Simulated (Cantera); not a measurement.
## Carbothermic reduction: TiO2 + C + CO

Input: 1 mol TiO2, 1.9 mol C, 1.7 mol CO, equilibrated at 37.0 Pa.

Method: chemical equilibrium by Gibbs-energy minimisation in Cantera with the NASA 1993 tables (ideal gas, pure condensed phases). Candidate condensed phases: C, Ti, TiC, TiO, TiO2, Ti2O3, Ti3O5, Ti4O7; 15 gas species. Mutual solubility and eutectic melting of coexisting phases are not modelled. TiC, TiO: taken at fixed stoichiometry. Condensed phases not in the tables: solid solutions among these carbides, nitrides and lower oxides. Rates play no part.

```json
[
 {"T (K)": "1675", "log p CO": "-3.43", "log p Ti": "-10.12", "log p TiO": "-8.99", "log p TiO2": "-10.99", "log p CO2": "-8.37", "n TiC(s)": "0.560", "n Ti2O3(s)": "0.220", "n TiO(s)": "0", "n TiO(l)": "0"},
 {"T (K)": "1725", "log p CO": "-3.43", "log p Ti": "-9.43", "log p TiO": "-8.47", "log p TiO2": "-10.59", "log p CO2": "-8.41", "n TiC(s)": "0.450", "n Ti2O3(s)": "0", "n TiO(s)": "0.550", "n TiO(l)": "0"},
 {"T (K)": "1775", "log p CO": "-3.43", "log p Ti": "-8.78", "log p TiO": "-7.99", "log p TiO2": "-10.22", "log p CO2": "-8.46", "n TiC(s)": "0.450", "n Ti2O3(s)": "0", "n TiO(s)": "0.550", "n TiO(l)": "0"},
 {"T (K)": "1825", "log p CO": "-3.43", "log p Ti": "-8.18", "log p TiO": "-7.54", "log p TiO2": "-9.88", "log p CO2": "-8.50", "n TiC(s)": "0.450", "n Ti2O3(s)": "0", "n TiO(s)": "0.550", "n TiO(l)": "0"},
 {"T (K)": "1875", "log p CO": "-3.43", "log p Ti": "-7.60", "log p TiO": "-7.12", "log p TiO2": "-9.55", "log p CO2": "-8.54", "n TiC(s)": "0.450", "n Ti2O3(s)": "0", "n TiO(s)": "0.549", "n TiO(l)": "0"},
 {"T (K)": "1925", "log p CO": "-3.43", "log p Ti": "-7.06", "log p TiO": "-6.71", "log p TiO2": "-9.25", "log p CO2": "-8.58", "n TiC(s)": "0.450", "n Ti2O3(s)": "0", "n TiO(s)": "0.548", "n TiO(l)": "0"},
 {"T (K)": "1975", "log p CO": "-3.43", "log p Ti": "-6.54", "log p TiO": "-6.33", "log p TiO2": "-8.96", "log p CO2": "-8.61", "n TiC(s)": "0.449", "n Ti2O3(s)": "0", "n TiO(s)": "0.545", "n TiO(l)": "0"},
 {"T (K)": "2025", "log p CO": "-3.43", "log p Ti": "-6.05", "log p TiO": "-5.97", "log p TiO2": "-8.69", "log p CO2": "-8.65", "n TiC(s)": "0.446", "n Ti2O3(s)": "0", "n TiO(s)": "0", "n TiO(l)": "0.537"},
 {"T (K)": "2075", "log p CO": "-3.44", "log p Ti": "-5.59", "log p TiO": "-5.66", "log p TiO2": "-8.47", "log p CO2": "-8.70", "n TiC(s)": "0.439", "n Ti2O3(s)": "0", "n TiO(s)": "0", "n TiO(l)": "0.520"},
 {"T (K)": "2125", "log p CO": "-3.45", "log p Ti": "-5.16", "log p TiO": "-5.36", "log p TiO2": "-8.26", "log p CO2": "-8.76", "n TiC(s)": "0.419", "n Ti2O3(s)": "0", "n TiO(s)": "0", "n TiO(l)": "0.480"}
]
```
log p: log10 of the partial pressure in bar; n: condensed amount in mol.

At 1675 K the condensed part is TiC(s) + Ti2O3(s). From 1725 K to 1975 K the condensed part is TiC(s) + TiO(s). From 2025 K to 2125 K the condensed part is TiC(s) + TiO(l). The main Ti-bearing gas is TiO at 1675 K and Ti at 2125 K.
